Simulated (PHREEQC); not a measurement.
**Spent oxide etchant: speciation**

Dissolve 0.0086 mol HF, 0.0028 mol H2SiF6 and 0.23 mol H3PO4 per kg of water at 30 °C. Closed to the air; pH follows from the charge balance.

The numbers come from PHREEQC with the ion-association model, phreeqc.dat.

Each row changes one thing in this solution. This is a speciation only: nothing precipitates in the calculation.

```
case                                pH  ionic strength (mol/kgw)  H3PO4 (mol/kgw)  H2PO4- (mol/kgw)  HF (mol/kgw)  F- (mol/kgw)
--------------------------------  ----  ------------------------  ---------------  ----------------  ------------  ------------
as made                           1.42                    0.0474            0.191            0.0390       0.00885      0.000175
H3PO4 from 0.23 to 0.345 mol/kgw  1.33                    0.0582            0.295            0.0499             …      0.000148
HF from 0.0086 to 0.043 mol/kgw   1.41                         …            0.191            0.0387        0.0419      0.000821
0.0031 mol/kgw H2SO4 added        1.40                    0.0508                …                 …       0.00888      0.000168
H2SiF6 left out                   1.45                    0.0413            0.189            0.0411       0.00841      0.000177
temperature from 30 to 20 °C      1.40                    0.0498            0.189            0.0413       0.00848      0.000191
H3PO4 from 0.23 to 0.023 mol/kgw  1.89                    0.0171           0.0147           0.00833       0.00823      0.000448
```

Complete the blanks.


- H3PO4 from 0.23 to 0.345 mol/kgw, HF (mol/kgw): 0.00898
- HF from 0.0086 to 0.043 mol/kgw, ionic strength (mol/kgw): 0.0480
- 0.0031 mol/kgw H2SO4 added, H3PO4 (mol/kgw): 0.193
- 0.0031 mol/kgw H2SO4 added, H2PO4- (mol/kgw): 0.0376

SiF6-2 is the database's only silicon fluoride.
